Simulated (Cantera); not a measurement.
An isothermal plug-flow reactor at 998 K and 58000 Pa (inlet), inlet velocity 0.64 m/s, active area per volume 460 1/m; feed CH4 : O2 : N2 = 0.0048 : 0.02 : 0.79 (molar parts), equivalence ratio 0.48.

Computed with Cantera and Deutschmann's 1995 Pt surface mechanism with GRI-Mech 3.0 gas chemistry. Catalytic surfaces can have several steady states; this one follows from the mechanism file's or the stated starting coverage. Mass transfer to the wall is taken as infinitely fast.

| quantity | before | after |
|---|---|---|
| x(CH4) at z = 0.0044 m | 0.00307 | 0.00494 |
| x(O2) at z = 0.0044 m | 0.0189 | 0.0227 |
| x(H2O) at z = 0.0044 m | 0.00564 | 0.00189 |
| x(CO2) at z = 0.0044 m | 0.00282 | 0.000942 |
| x(CO) at z = 0.0044 m | 2.12e-6 | 3.34e-6 |
| θ(free Pt) at the exit | 0.324 | 0.315 |
| θ(O*) at the exit | 0.675 | 0.685 |

Q: Name the change that produced these shifts.
(A) inlet velocity 0.64 to 0.28 m/s
(B) inlet velocity 0.64 to 2.3 m/s
(C) CH4 0.0048 to 0.0027 parts
(D) area per volume 460 to 300 1/m

A: B, inlet velocity 0.64 to 2.3 m/s
